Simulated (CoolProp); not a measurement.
Vapour-liquid equilibrium of CH2F2 (R32) (1) + R125 (2) at -20.25 °C; x and y are mole fractions of (1).

Computed with CoolProp (multi-fluid Helmholtz-energy mixture model, Tillner-Roth 1997 and Lemmon 2005; pair parameters Lemmon 2004).

Give the bubble pressure and the first vapour's composition at x = 0.125, 0.275, 0.8. Is there an azeotrope?

x = 0.125: 0.3485 MPa, y = 0.157; x = 0.275: 0.3647 MPa, y = 0.326; x = 0.8: 0.4008 MPa, y = 0.811. y crosses x between x = 0.875 and 0.95: the model has an azeotrope there.

Pair parameters are fitted to limited data, so mixtures are less certain than the pure fluids.
